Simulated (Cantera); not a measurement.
An isothermal plug-flow reactor at 650 K and 79000 Pa (inlet), inlet velocity 0.32 m/s, active area per volume 120 1/m; feed CO : O2 : N2 : H2O = 0.0058 : 0.017 : 0.79 : 0.09 (molar parts).

Computed with Cantera and Deutschmann's 1995 Pt surface mechanism with GRI-Mech 3.0 gas chemistry. Catalytic surfaces can have several steady states; this one follows from the mechanism file's or the stated starting coverage. Mass transfer to the wall is taken as infinitely fast.

Q: Predict: x(CO) at z = 0.0043 m; x(O2) at z = 0.0043 m; x(H2O) at z = 0.0043 m; x(CO2) at z = 0.0043 m; θ(free Pt) at the exit; θ(O*) at the exit; θ(OH*) at the exit; θ(CO*) at the exit.

A: 
```
Item                      Result
----------------------  --------
x(CO) at z = 0.0043 m    0.00591
x(O2) at z = 0.0043 m     0.0186
x(H2O) at z = 0.0043 m    0.0997
x(CO2) at z = 0.0043 m  0.000517
θ(free Pt) at the exit    0.0317
θ(O*) at the exit        0.00514
θ(OH*) at the exit       0.00101
θ(CO*) at the exit         0.962
```
